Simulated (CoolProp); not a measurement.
Vapour-liquid equilibrium of methanol (1) + ethanol (2) at 437 K; x and y are mole fractions of (1).

The numbers come from the multi-fluid Helmholtz-energy mixture model, de Reuck 1993 and Schroeder 2014; pair parameters Bell 2016 in CoolProp.

| x | bubble pressure (kPa) | y at the bubble point | dew pressure at overall composition x (kPa) | liquid density (mol/L) |
|---|---|---|---|---|
| 0.05 | 1405 | 0.064 | 1399 | 13.82 |
| 0.125 | 1443 | 0.156 | 1430 | 14.16 |
| 0.2 | 1481 | 0.242 | 1462 | 14.51 |
| 0.275 | 1518 | 0.325 | 1495 | 14.88 |
| 0.35 | 1555 | 0.406 | 1529 | 15.26 |
| 0.425 | 1592 | 0.483 | 1564 | 15.67 |
| 0.5 | 1630 | 0.559 | 1601 | 16.09 |
| 0.575 | 1669 | 0.632 | 1639 | 16.53 |
| 0.65 | 1709 | 0.703 | 1679 | 17.00 |
| 0.725 | 1751 | 0.771 | 1722 | 17.48 |
| 0.8 | 1794 | 0.838 | 1769 | 17.99 |
| 0.875 | 1839 | 0.901 | 1820 | 18.52 |
| 0.95 | 1887 | 0.962 | 1877 | 19.08 |

No azeotrope shows between x = 0.05 and 0.95.

The pair parameters rest on a limited set of measurements; away from them the model extrapolates.
